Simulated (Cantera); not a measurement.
Cantera run:

```python
import numpy as np
import cantera as ct

gas_names = """
    CL CL2 H HCL H2 Si SiCL SiCL2 SiCL3 SiCL4 SiH SiHCL3 SiH2 SiH2CL2 SiH3 SiH3CL SiH4 Si2 Si3
""".split()
cond_names = """
    Si(cr) Si(L)
""".split()


# ... load() reads the species with a 1 bar reference pressure and builds the phases ...
atoms = {
    'Si': {'Si': 1},
    'HCl': {'H': 1, 'CL': 1},
    'H2': {'H': 2},
}
top_T = {}  # K; cautious upper limits of use, not melting points


# ... equilibrate(T, P, feed) seeds the gas with the atoms and calls Mixture.equilibrate('TP', solver="vcs", rtol=1e-11, max_steps=5000) ...
results = []
T = 1225  # K
P = 510000  # Pa
for m in [0.53, 0.85, 1.2, 1.5, 1.8, 2.1, 2.5, 2.8]:
    feed = {'Si': 1, 'HCl': m, 'H2': 11}  # mol
    mix = equilibrate(T, P, feed)
    results.append((T, P, feed, dict(zip(mix.species_names, mix.species_moles))))

top = {s: max(r[3][s] / sum(r[3][g] for g in gas_names) for r in results) for s in gas_names}
cols = sorted((s for s in top if top[s] > 0.001), key=lambda s: -top[s])[:6]
seen = [c for c in cond_names if any(r[3].get(c, 0) > 1e-12 for r in results)]
print("log10 of partial pressures in bar; condensed amounts in mol")
print(f"{'n(HCl)':>10s}" + "".join(f"{s[:9]:>10s}" for s in cols + seen))
for T, P, feed, n in results:
    ng = sum(n[g] for g in gas_names)
    print(f"{feed['HCl']:10.4g}" + "".join(f"{np.log10(max(n[s] / ng * P / 1e5, 1e-99)):10.3f}" for s in cols)
          + "".join(f"{n.get(c, 0):10.4g}" for c in seen))
```

Output:

```
log10 of partial pressures in bar; condensed amounts in mol
    n(HCl)        H2    SiHCL3       HCL     SiCL4   SiH2CL2     SiCL3    Si(cr)
      0.53     0.696    -1.574    -1.116    -1.880    -2.142    -2.659     0.882
      0.85     0.692    -1.348    -1.042    -1.576    -1.994    -2.431    0.7942
       1.2     0.687    -1.198    -0.993    -1.373    -1.897    -2.279    0.6971
       1.5     0.684    -1.106    -0.964    -1.249    -1.839    -2.186    0.6134
       1.8     0.680    -1.035    -0.942    -1.151    -1.793    -2.113    0.5297
       2.1     0.677    -0.977    -0.923    -1.072    -1.757    -2.053     0.446
       2.5     0.673    -0.914    -0.904    -0.985    -1.717    -1.988    0.3344
       2.8     0.670    -0.874    -0.891    -0.930    -1.693    -1.947    0.2507
```

Method: chemical equilibrium by Gibbs-energy minimisation in Cantera with the NASA 1993 tables (ideal gas, pure condensed phases). The tables' values for SiCl3 are old estimates; treat these amounts as uncertain.
